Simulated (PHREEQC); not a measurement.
**Nickel, zinc or cadmium bath**

Make-up at 5 °C: 0.023 mol NiCl2 per kg of water. Closed to the air; pH follows from the charge balance.

The numbers come from PHREEQC with the ion-association model, wateq4f.dat.

Precipitation was switched off in this run.

Question: What pH does the model give?

Answer: pH 6.26.

Question: In which forms is Ni present?

Answer: Ni+2 95 %, NiCl+ 4.5 % of the Ni.

Complexes and solids missing from the database can't appear. In wateq4f.dat the enthalpy of Ni(OH)2 has the wrong sign, so its saturation index can't be trusted away from 25 °C. At this temperature some constants are extrapolated from 25 °C, and those without enthalpy data are left unchanged.
